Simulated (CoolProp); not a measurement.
R152A at 293.95 K and 0.929 MPa flows at 3.3 m/s in a round tube of 1 mm bore and 15 µm roughness, fully developed (64/Re and Nu = 3.66 if laminar; Colebrook and Gnielinski if turbulent). Each further row changes one setting.

The numbers come from the reference Helmholtz-energy equation of state, Outcalt 1996 in CoolProp. It is a modified Benedict-Webb-Rubin equation, recast in Helmholtz form.

| case | Reynolds number | Darcy friction factor | pressure drop (Pa/m) | heat-transfer coefficient (W/(m² K)) | mass flow (kg/h) |
|---|---|---|---|---|---|
| as stated | 17600 | 0.0462 | 229000 | 14500 | 8.50 |
| velocity 6.6 m/s | 35300 | 0.0450 | 893000 | 29200 | 17.0 |
| diameter 2 mm | 35300 | 0.0364 | 90400 | 12400 | 34.0 |

Viscosity comes from a separate model (Bell 2016), an estimate that may be off by 10 % or more. Thermal conductivity comes from a separate model (Krauss 1996).
